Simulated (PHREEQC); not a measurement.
Model water analysis in mg/L, 20 °C, pH 6.6, pe 13:

| constituent | mg/L |
|---|---|
| Na | 0.194 |
| K | 0.0988 |
| Ca | 0.285 |
| Mg | 0.0708 |
| Cl | 0.301 |
| S(6) as SO4 | 0.242 |
| Alkalinity as HCO3 | 1.05 |
| Cu(2) | 0.0263 |
| N(5) as NO3 | 0.000442 |
| Cd | 0.0406 |
| B | 7.96e-05 |
| Zn | 0.000478 |
| Pb | 0.00297 |

Valence states are taken as typed.

Equilibrium calculation in PHREEQC: ion-association model, phreeqc.dat.

| quantity | before | after |
|---|---|---|
| CO2 (mol/kgw) | 1.03e-5 | 3.41e-5 |
| Cu+2 (mol/kgw) | 2.99e-7 | 3.91e-7 |
| Cu(OH)2 (mol/kgw) | 9.60e-8 | 1.25e-8 |
| CuOH+ (mol/kgw) | 1.16e-8 | 4.81e-9 |
| CuCO3 (mol/kgw) | 4.46e-9 | 1.92e-9 |
| CO3-2 (mol/kgw) | 2.95e-9 | 9.75e-10 |
| SI of Otavite (CdCO3) | -2.90 | -3.38 |
| SI of Pb(OH)2 (Pb(OH)2) | -3.04 | -4.01 |

Task: Which change was made?
A) pH from 6.6 to 6.3 at the same alkalinity
B) S(6) from 0.242 to 0.121 mg/L
C) pH from 6.6 to 6.1 at the same alkalinity

Result: C, pH from 6.6 to 6.1 at the same alkalinity

No solid was allowed to form. The database's constant for dissolved Cu(OH)2 is higher than later reviews accept.
